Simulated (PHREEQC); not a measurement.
Dissolve 0.014 mol/kgw Cu(NO3)2, 0.004 mol/kgw HCl and 0.089 mol/kgw NaCl at 65 °C and 500 atm. Closed to the air; pH follows from the charge balance.

Equilibrium calculation in PHREEQC: ion-association model, phreeqc.dat.

The ionic strength comes out as 0.126 mol/kgw. What activity coefficients do Na+, Cu+2, NO3-, Cl-, H+ get?

Na+ 0.76, Cu+2 0.36, NO3- 0.72, Cl- 0.74, H+ 0.81.

No solid was allowed to form. Complexes and solids missing from the database can't appear. Under pressure, the constants of complexes without a molar volume in the database are unreliable. At this temperature some constants are extrapolated from 25 °C, and those without enthalpy data are left unchanged.
